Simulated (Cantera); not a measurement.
Input: 1 mol SiH₂Cl₂, 7.2 mol H₂, equilibrated at 9.75 Torr.

These are equilibrium values from Cantera (NASA tables, ideal gas, pure condensed phases), not measurements of a reactor. Candidate condensed phases: Si; 19 gas species. The tables' values for SiCl₃ are old estimates; treat these amounts as uncertain. Rates play no part. All values below are at 850 K.

Base state: H₂ 0.935, SiCl₄ 0.0471, SiHCl₃ 0.0114, HCl 0.00639, SiH₂Cl₂ 0.000244, SiCl₃ 0.000186, SiCl₂ 5.20e-5 (mole fractions); condensed: Si(s).

Q: What changes in the equilibrium state with this change: SiH₂Cl₂ replaced by Si₂H₆?

A: 
```json
[
 {"species": "H₂", "before": "0.935", "after": "1.00"},
 {"species": "SiCl₄", "before": "0.0471", "after": "0"},
 {"species": "SiHCl₃", "before": "0.0114", "after": "0"},
 {"species": "HCl", "before": "0.00639", "after": "0"},
 {"species": "SiH₂Cl₂", "before": "0.000244", "after": "0"},
 {"species": "Si(s), mol", "before": "0.487", "after": "2.00"}
]
```
The feed counts by its element totals alone.
